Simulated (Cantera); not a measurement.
A freely propagating, adiabatic, planar premixed flame of CO : H2 : O2 : N2 = 1 : 0.03 : 0.343 : 1.29 (molar parts), equivalence ratio 1.5, unburnt at 600 K and 3.00 bar; mixture-averaged transport, grid criteria slope 0.08 and curve 0.16, no radiation.

Detailed kinetics in Cantera: GRI-Mech 3.0 (53 species, 325 reactions). The hydrogen kinetics of GRI-Mech 3.0 are dated; newer H2 mechanisms differ, most at raised pressure. Burning velocities carry a grid error of a few per cent, more on coarse grids.

Q: Predict: laminar burning velocity; thermal thickness; peak x(OH).

A: 
| Property | Result |
|---|---|
| laminar burning velocity | 121 cm/s |
| thermal thickness | 0.248 mm |
| peak x(OH) | 0.00329 |
